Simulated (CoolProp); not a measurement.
Properties of decamethyltetrasiloxane (MD2M) along the isobar 8.05 bar.

Model: reference Helmholtz-energy equation of state, Thol 2017, in CoolProp.

| T (K) | phase | Z | cp (kJ/(kg K)) | isothermal compressibility (1/MPa) | fugacity coefficient |
|---|---|---|---|---|---|
| 287.7 | liquid | 0.1216 | 1.699 | 0.001497 | 3.069e-5 |
| 307.7 | liquid | 0.1163 | 1.748 | 0.001747 | 0.0001522 |
| 327.8 | liquid | 0.1118 | 1.796 | 0.002051 | 0.0005906 |
| 347.9 | liquid | 0.1080 | 1.844 | 0.002425 | 0.001869 |
| 367.9 | liquid | 0.1048 | 1.891 | 0.002887 | 0.004983 |
| 388 | liquid | 0.1020 | 1.936 | 0.003478 | 0.01164 |
| 408 | liquid | 0.09978 | 1.980 | 0.004239 | 0.02417 |
| 428.1 | liquid | 0.09799 | 2.023 | 0.005254 | 0.04574 |
| 448.1 | liquid | 0.09666 | 2.066 | 0.006634 | 0.07954 |
| 468.2 | liquid | 0.09583 | 2.109 | 0.008593 | 0.1293 |
